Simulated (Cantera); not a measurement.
Charge: 1 mol C₂H₅OH, 0.32 mol CO₂, at 0.100 bar.

Method: chemical equilibrium by Gibbs-energy minimisation in Cantera with the NASA 1993 tables (ideal gas, pure condensed phases). Candidate condensed phases: C, C₆H₆, C₇H₈, C₈H₁₈, H₂O; 110 gas species. The numbers say what is thermodynamically allowed, not how fast it happens.

### Question
At 302 °C, list the 5 most abundant gas species with their mole fractions, and the condensed phases.

### Answer
H₂O 0.482, CH₄ 0.302, H₂ 0.125, CO₂ 0.0899, CO 0.000586. Condensed: C(graphite).
